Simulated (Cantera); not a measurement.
Mixture: 5.05 % C3H8, 15.7 % O2, 59.5 % N2, 19.7 % CO2, equivalence ratio 1.6, at 750 Torr, adiabatic and at constant pressure. Ignition delay is the time to a rise of 400 K.

Model: GRI-Mech 3.0 (53 species, 325 reactions), integrated in Cantera. GRI-Mech 3.0 was tuned for natural gas; its chemistry of propane as a main component is partial and can be far from experiment.

Task: Predict: delay at 1150 K; delay at 1300 K; delay at 1450 K; delay at 1600 K; delay at 1750 K; apparent activation energy between 1675 and 1825 K.

Result: 
- delay at 1150 K = 23.2 ms
- delay at 1300 K = 1.32 ms
- delay at 1450 K = 0.178 ms
- delay at 1600 K = 48.7 µs
- delay at 1750 K = 21.2 µs
- apparent activation energy between 1675 and 1825 K = 120 kJ/mol
